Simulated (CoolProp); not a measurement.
Properties of benzene along the isotherm 346.85 °C (Tc = 288.9 °C, pc = 4906 kPa, ω = 0.211).

The numbers come from the reference Helmholtz-energy equation of state, Thol 2012 in CoolProp.

| p (kPa) | phase | density (kg/m³) | Joule-Thomson coefficient (K/MPa) | conductivity (mW/(m K)) | Prandtl number | fugacity coefficient |
|---|---|---|---|---|---|---|
| 526 | gas | 8.189 | 5.539 | 43.6 | 0.757 | 0.9739 |
| 1050 | gas | 16.82 | 5.736 | 44.1 | 0.760 | 0.9482 |
| 1580 | gas | 26.09 | 5.957 | 44.6 | 0.764 | 0.9225 |
| 2100 | gas | 35.81 | 6.196 | 45.3 | 0.768 | 0.8976 |
| 2630 | gas | 46.45 | 6.466 | 46.0 | 0.774 | 0.8725 |
| 3150 | gas | 57.75 | 6.757 | 46.9 | 0.784 | 0.8481 |
| 3680 | gas | 70.33 | [?] | 47.9 | 0.799 | 0.8234 |
| 4210 | gas | 84.20 | 7.434 | 49.2 | 0.822 | 0.7989 |
| 4730 | gas | 99.40 | 7.795 | 50.6 | 0.856 | [?] |
| 5260 | supercritical | 116.9 | 8.162 | 52.4 | 0.906 | 0.7509 |
| 5780 | supercritical | 136.6 | 8.486 | 54.5 | 0.977 | 0.7274 |
| 6310 | supercritical | 160.0 | 8.717 | 57.0 | 1.08 | 0.7035 |
| 6830 | supercritical | [?] | 8.764 | [?] | 1.23 | 0.6803 |
| 7360 | supercritical | 219.2 | 8.521 | 62.7 | 1.43 | 0.6569 |

Task: Complete the blanks.

Result: 
- 3680, Joule-Thomson coefficient (K/MPa): 7.083
- 4730, fugacity coefficient: 0.7751
- 6830, density (kg/m³): 187.0
- 6830, conductivity (mW/(m K)): 59.8

Viscosity comes from a separate model (Avgeri 2014). Thermal conductivity comes from a separate model (Assael 2012).
